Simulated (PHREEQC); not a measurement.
A solution holds 42 mmol/kgw HNO3 and 19 mmol/kgw Al(NO3)3, at 25 °C. Closed to the air; pH follows from the charge balance.

Computed with PHREEQC (ion-association model, phreeqc.dat).

No solid was allowed to form.

Task: What pH, specific conductance does the model give?

Result: pH 1.47; specific conductance 19400 µS/cm.

Complexes and solids missing from the database can't appear.
